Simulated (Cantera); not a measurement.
A Cantera script and what it prints.

```python
import numpy as np
import cantera as ct

gas_names = """
    Br Br2 H HBr H2 Si SiBr SiBr2 SiBr3 SiBr4 SiH SiHBr3 SiH2 SiH2Br2 SiH3 SiH3Br SiH4 Si2 Si3
""".split()
cond_names = """
    Br2(cr) Br2(L) Si(cr) Si(L)
""".split()


def load(file, names, dense=False):
    # The tables refer to 1 bar. Condensed volumes are neglected.
    table = {s.name: s for s in ct.Species.list_from_file(file)}
    out = []
    for n in names:
        d = dict(table[n].input_data)
        d["thermo"] = dict(d["thermo"], **{"reference-pressure": 1e5})
        if dense:
            d["equation-of-state"] = {"model": "constant-volume", "density": "1e6 g/cm^3"}
        out.append(ct.Species.from_dict(d))
    return out


gas = ct.Solution(thermo="ideal-gas", species=load("nasa_gas.yaml", gas_names))
cond = {s.name: ct.Solution(thermo="fixed-stoichiometry", species=[s], name=s.name)
        for s in load("nasa_condensed.yaml", cond_names, dense=True)}
atoms = {
    'Si': {'Si': 1},
    'HBr': {'H': 1, 'Br': 1},
}
top_T = {}  # K; cautious upper limits of use, not melting points


def equilibrate(T, P, feed):
    n = {}
    for name, mol in feed.items():
        for a, k in atoms[name].items():
            n[a] = n.get(a, 0.0) + k * mol
    gas.TPX = T, P, n
    mass = sum(n.values()) * gas.mean_molecular_weight
    gas.equilibrate("TP")
    valid = [c for c in cond.values() if c.min_temp <= T <= top_T.get(c.name, c.max_temp)]
    mix = ct.Mixture([(gas, mass / gas.mean_molecular_weight)] + [(c, 0.0) for c in valid])
    mix.T, mix.P = T, P
    mix.equilibrate("TP", solver="vcs", rtol=1e-11, max_steps=5000)
    return mix


results = []
feed = {'Si': 1, 'HBr': 5.8}  # mol
P = 1.8  # Pa
for T in [523, 598, 673, 748, 823, 898, 973, 1048, 1123, 1198]:
    mix = equilibrate(T, P, feed)
    results.append((T, P, feed, dict(zip(mix.species_names, mix.species_moles))))

top = {s: max(r[3][s] / sum(r[3][g] for g in gas_names) for r in results) for s in gas_names}
cols = sorted((s for s in top if top[s] > 1e-05), key=lambda s: -top[s])[:9]
seen = [c for c in cond_names if any(r[3].get(c, 0) > 1e-12 for r in results)]
print("log10 of partial pressures in bar; condensed amounts in mol")
print(f"{'T/K':>10s}" + "".join(f"{s[:9]:>10s}" for s in cols + seen))
for T, P, feed, n in results:
    ng = sum(n[g] for g in gas_names)
    print(f"{T:10.4g}" + "".join(f"{np.log10(max(n[s] / ng * P / 1e5, 1e-99)):10.3f}" for s in cols)
          + "".join(f"{n.get(c, 0):10.4g}" for c in seen))
```

It prints:

```
log10 of partial pressures in bar; condensed amounts in mol
       T/K       HBr        H2     SiBr4     SiBr2        Br     SiBr3    SiHBr3         H
       523    -5.171    -5.125    -5.426   -19.251   -15.201   -15.061   -11.167   -21.712
       598    -5.171    -5.125    -5.426   -15.670   -13.324   -12.868   -10.258   -18.962
       673    -5.171    -5.125    -5.426   -12.899   -11.861   -11.171    -9.559   -16.820
       748    -5.171    -5.125    -5.426   -10.694   -10.688    -9.819    -9.005   -15.103
       823    -5.170    -5.125    -5.427    -8.900    -9.726    -8.719    -8.557   -13.697
       898    -5.166    -5.129    -5.434    -7.431    -8.917    -7.818    -8.200   -12.525
       973    -5.125    -5.165    -5.502    -6.365    -8.177    -7.175    -8.033   -11.549
      1048    -5.034    -5.275    -5.745    -5.827    -7.447    -6.904    -8.208   -10.750
      1123    -4.972    -5.401    -6.202    -5.609    -6.815    -6.918    -8.622   -10.071
      1198    -4.961    -5.456    -6.861    -5.541    -6.332    -7.120    -9.147    -9.449
```

Cantera equilibrium calculation (NASA polynomials, part measured and part estimated; ideal gas, pure solids and liquids). The tables' values for SiBr3 are old estimates; treat these amounts as uncertain.
